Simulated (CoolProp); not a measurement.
Water along the isobar 284 bar: density (kg/m³) from the reference equation and from simpler models built on Tc = 647.1 K, pc = 220.6 bar, ω = 0.344; each cubic takes its own stable root.

The numbers come from the reference Helmholtz-energy equation of state, Wagner 2002 in CoolProp.

```csv
T (K),phase,reference
353.5,liquid,983.8
384.6,liquid,963.0
415.7,liquid,938.5
446.7,liquid,910.4
477.8,liquid,878.6
508.9,liquid,842.4
539.9,liquid,801.0
571,liquid,752.0
602,liquid,691.6
633.1,liquid,607.4
664.2,supercritical,416.9
695.2,supercritical,171.0
```

Question: How far does each simpler model (Redlich-Kwong, Soave-Redlich-Kwong) lie from the reference over these 12 states: mean and median of the absolute difference, and the worst?

Answer: 
- Redlich-Kwong: mean 29.0 %, median 30.8 %, worst -35.2 % at 633.1 K and 284 bar
- Soave-Redlich-Kwong: mean 27.3 %, median 28.0 %, worst -33.7 % at 633.1 K and 284 bar
